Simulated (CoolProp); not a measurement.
CH2F2 (R32) along the isotherm 435 K: Z from the reference equation and from simpler models built on Tc = 351.3 K, pc = 57.83 bar, ω = 0.277; each cubic takes its own stable root.

Values from CoolProp's reference Helmholtz-energy equation of state, Tillner-Roth 1997.

```csv
p (bar),phase,reference,van der Waals,Redlich-Kwong,Soave-Redlich-Kwong,Peng-Robinson
13.1,gas,0.9594,0.9595,0.9586,0.9648,0.9581
26.3,gas,0.9177,0.9162,0.9158,0.9290,0.9163
39.4,gas,0.8757,0.8705,0.8723,0.8936,0.8752
52.6,gas,0.8328,0.8212,0.8277,0.8582,0.8349
65.7,supercritical,0.7902,0.7688,0.7831,0.8240,0.7965
78.9,supercritical,0.7476,0.7130,0.7387,0.7912,0.7602
92,supercritical,0.7066,0.6576,0.6971,0.7613,0.7276
105,supercritical,0.6684,0.6110,0.6607,0.7354,0.6997
118,supercritical,0.6341,0.5836,0.6322,0.7144,0.6772
131,supercritical,0.6053,0.5764,0.6133,0.6992,0.6605
145,supercritical,0.5819,0.5838,0.6035,0.6893,0.6491
```
